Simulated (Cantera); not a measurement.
Charge: 1 mol SiC, 0.047 mol O₂, 1.3 mol N₂, at 1350 °C and 4.40 Pa.

Cantera equilibrium calculation (NASA polynomials, part measured and part estimated; ideal gas, pure solids and liquids). Candidate condensed phases: C, Si, SiC, SiO₂, Si₂N₂O, Si₃N₄; 34 gas species. The numbers say what is thermodynamically allowed, not how fast it happens.

Base state: N₂ 0.932, CO 0.0341, SiO 0.0333, Si 0.000714 (mole fractions); condensed: SiC(s).

Problem. What changes in the equilibrium state with this change: pressure from 4.40 Pa to 13.3 mbar?

Solution. 
```json
[
 {"species": "N₂", "before": "0.932", "after": "0.952"},
 {"species": "CO", "before": "0.0341", "after": "0.0466"},
 {"species": "SiO", "before": "0.0333", "after": "0.00113"},
 {"species": "Si", "before": "0.000714", "after": "3.72e-7"},
 {"species": "SiC(s), mol", "before": "0.952", "after": "0.938"},
 {"species": "Si₂N₂O(s), mol", "before": "0", "after": "0.0303"}
]
```
Mutual solubility and eutectic melting of coexisting phases are not modelled.
